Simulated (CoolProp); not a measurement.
The numbers come from the reference Helmholtz-energy equation of state, Tillner-Roth 1997 in CoolProp.

Q: Give the vapour pressure (MPa), enthalpy of vaporisation (kJ/kg), liquid cp (kJ/(kg K)), liquid viscosity (µPa s) of saturated CH2F2 (R32) at 210.6 K.

A: 
```tsv
T (K)	p (MPa)	enthalpy of vaporisation (kJ/kg)	liquid cp (kJ/(kg K))	liquid viscosity (µPa s)
210.6	0.0562	393	1.57	352
```

Viscosity comes from a separate model (Bell 2016), an estimate that may be off by 10 % or more.
